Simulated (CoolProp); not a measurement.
Model: reference Helmholtz-energy equation of state, Thol 2018, in CoolProp.

Task: For hydrogen chloride, give the phase and the density (kg/m³), speed of sound (m/s), expansivity (1/kK) at -50.45 °C and 6.86 bar.

Result: 
- -50.45 °C and 6.86 bar: liquid; density 1090, speed of sound 923, expansivity 2.61
